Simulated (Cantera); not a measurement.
A Cantera script and what it prints.

```python
import numpy as np
import cantera as ct

gas_names = [...]  # 109 gases of nasa_gas.yaml made of C, Cl, H, Si
cond_names = """
    C(gr) C6H6(L) C7H8(L) C8H18(L),n-octa Si(cr) Si(L) SiC(b)
""".split()


# ... load() reads the species with a 1 bar reference pressure and builds the phases ...
atoms = {
    'SiH2Cl2': {'Si': 1, 'H': 2, 'CL': 2},
    'C3H8': {'C': 3, 'H': 8},
    'H2': {'H': 2},
}
top_T = {'C(gr)': 4500, 'SiC(b)': 3050}  # K; cautious upper limits of use, not melting points


# ... equilibrate(T, P, feed) seeds the gas with the atoms and calls Mixture.equilibrate('TP', solver="vcs", rtol=1e-11, max_steps=5000) ...
results = []
T = 1898.15  # K
P = 480  # Pa
for m in [20, 83, 150, 210, 270, 340, 400, 460]:
    feed = {'SiH2Cl2': 1, 'C3H8': 0.0035, 'H2': m}  # mol
    mix = equilibrate(T, P, feed)
    results.append((T, P, feed, dict(zip(mix.species_names, mix.species_moles))))

top = {s: max(r[3][s] / sum(r[3][g] for g in gas_names) for r in results) for s in gas_names}
cols = sorted((s for s in top if top[s] > 0.0001), key=lambda s: -top[s])[:9]
seen = [c for c in cond_names if any(r[3].get(c, 0) > 1e-12 for r in results)]
print("log10 of partial pressures in bar; condensed amounts in mol")
print(f"{'n(H2)':>10s}" + "".join(f"{s[:9]:>10s}" for s in cols + seen))
for T, P, feed, n in results:
    ng = sum(n[g] for g in gas_names)
    print(f"{feed['H2']:10.4g}" + "".join(f"{np.log10(max(n[s] / ng * P / 1e5, 1e-99)):10.3f}" for s in cols)
          + "".join(f"{n.get(c, 0):10.4g}" for c in seen))
```

Result:

```
log10 of partial pressures in bar; condensed amounts in mol
     n(H2)        H2       HCL     SiCL2         H        Si      SiCL        CL       SiH     Si(L)    SiC(b)
        20    -2.360    -3.511    -4.229    -4.287    -4.910    -5.543    -5.560    -6.149    0.6389  0.009483
        83    -2.335    -4.005    -5.243    -4.274    -4.910    -6.050    -6.067    -6.137    0.6253  0.006569
       150    -2.330    -4.239    -5.713    -4.272    -4.910    -6.286    -6.302    -6.134    0.4709   0.00347
       210    -2.329    -4.376    -5.989    -4.271    -4.910    -6.423    -6.440    -6.134     0.313 0.0006944
       270    -2.328    -4.480    -6.198    -4.271    -4.910    -6.528    -6.544    -6.133    0.1503         0
       340    -2.327    -4.575    -6.408    -4.270    -4.928    -6.642    -6.640    -6.151         0         0
       400    -2.327    -4.641    -6.605    -4.270    -4.992    -6.773    -6.707    -6.215         0         0
       460    -2.326    -4.699    -6.777    -4.270    -5.048    -6.887    -6.765    -6.271         0         0
```

These are equilibrium values from Cantera (NASA tables, ideal gas, pure condensed phases), not measurements of a reactor. Mutual solubility and eutectic melting of coexisting phases are not modelled. The tables' values for SiCl, SiCl3 are old estimates; treat these amounts as uncertain. Gases not in the tables: Si2H6 and higher silanes.
